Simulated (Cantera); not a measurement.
Equilibrium for iron carbonyl, mercury and lead vapours: Pb + H2 + CO

Feed: 1 mol Pb, 3.5 mol H2, a varied amount of CO, at 750 °C and 0.00420 bar.

Method: chemical equilibrium by Gibbs-energy minimisation in Cantera with the NASA 1993 tables (ideal gas, pure condensed phases). Candidate condensed phases: C, C6H6, C7H8, C8H18, H2O, Pb, PbO, PbO2, Pb3O4; 113 gas species. Kinetics and transport are ignored.

From 0.045 mol CO to 0.55 mol CO the condensed part is Pb(l). From 0.83 mol CO to 1.9 mol CO the condensed part is C(graphite) + Pb(l). The main Pb-bearing gas is Pb throughout.

```csv
n(CO) (mol),x H2,x CO,x Pb,x H2O,n Pb(l),n C(graphite)
0.045,0.981,0.0125,0.00635,6.50e-5,0.977,0
0.068,0.975,0.0189,0.00635,7.85e-5,0.977,0
0.1,0.966,0.0275,0.00635,9.30e-5,0.977,0
0.16,0.950,0.0433,0.00635,0.000113,0.977,0
0.24,0.930,0.0636,0.00635,0.000130,0.976,0
0.36,0.901,0.0925,0.00635,0.000147,0.975,0
0.55,0.858,0.135,0.00635,0.000160,0.974,0
0.83,0.803,0.190,0.00635,0.000176,0.972,0.000117
1.3,0.724,0.269,0.00635,0.000224,0.969,0.000807
1.9,0.644,0.349,0.00635,0.000258,0.966,0.00169
```
x: gas mole fraction; n: condensed amount in mol.
